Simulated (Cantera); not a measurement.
Cantera run:

```python
import numpy as np
import cantera as ct

gas_names = """
    F F2 FS2F,fluorodisu H HF H2 H2F2 H2S H3F3 H4F4 H5F5 H6F6 H7F7 S SF SF2 SF3 SF4 SF5 SF6 SH S2
    S2F2,thiothiony S8
""".split()
cond_names = """
    S(cr1) S(cr2) S(L)
""".split()


# ... load() reads the species with a 1 bar reference pressure and builds the phases ...
atoms = {
    'SF6': {'S': 1, 'F': 6},
    'H2': {'H': 2},
}
top_T = {}  # K; cautious upper limits of use, not melting points


# ... equilibrate(T, P, feed) seeds the gas with the atoms and calls Mixture.equilibrate('TP', solver="vcs", rtol=1e-11, max_steps=5000) ...
results = []
feed = {'SF6': 1, 'H2': 0.31}  # mol
P = 133.322  # Pa
for T in [2275, 2375, 2475, 2575, 2675, 2775, 2875, 2975, 3075]:
    mix = equilibrate(T, P, feed)
    results.append((T, P, feed, dict(zip(mix.species_names, mix.species_moles))))

top = {s: max(r[3][s] / sum(r[3][g] for g in gas_names) for r in results) for s in gas_names}
cols = sorted((s for s in top if top[s] > 1e-06), key=lambda s: -top[s])[:8]
seen = [c for c in cond_names if any(r[3].get(c, 0) > 1e-12 for r in results)]
print("log10 of partial pressures in bar; condensed amounts in mol")
print(f"{'T/K':>10s}" + "".join(f"{s[:9]:>10s}" for s in cols + seen))
for T, P, feed, n in results:
    ng = sum(n[g] for g in gas_names)
    print(f"{T:10.4g}" + "".join(f"{np.log10(max(n[s] / ng * P / 1e5, 1e-99)):10.3f}" for s in cols)
          + "".join(f"{n.get(c, 0):10.4g}" for c in seen))
```

Output:

```
log10 of partial pressures in bar; condensed amounts in mol
       T/K         F         S        HF        S2         H        SF       SF2        SH
      2275    -2.978    -4.000    -3.909    -4.382    -8.033    -4.836    -5.845    -9.066
      2375    -2.981    -3.880    -3.916    -4.563    -7.465    -5.062    -6.457    -8.737
      2475    -2.985    -3.805    -3.921    -4.801    -6.941    -5.305    -7.055    -8.470
      2575    -2.987    -3.763    -3.926    -5.076    -6.457    -5.557    -7.633    -8.252
      2675    -2.988    -3.742    -3.930    -5.365    -6.011    -5.807    -8.184    -8.068
      2775    -2.989    -3.732    -3.937    -5.653    -5.599    -6.048    -8.704    -7.910
      2875    -2.988    -3.728    -3.952    -5.931    -5.225    -6.277    -9.192    -7.778
      2975    -2.988    -3.728    -3.982    -6.198    -4.893    -6.494    -9.650    -7.674
      3075    -2.987    -3.730    -4.039    -6.453    -4.611    -6.700   -10.081    -7.610
```

Equilibrium computed with Cantera from the NASA thermochemical tables; the gas is ideal and each condensed phase is pure.
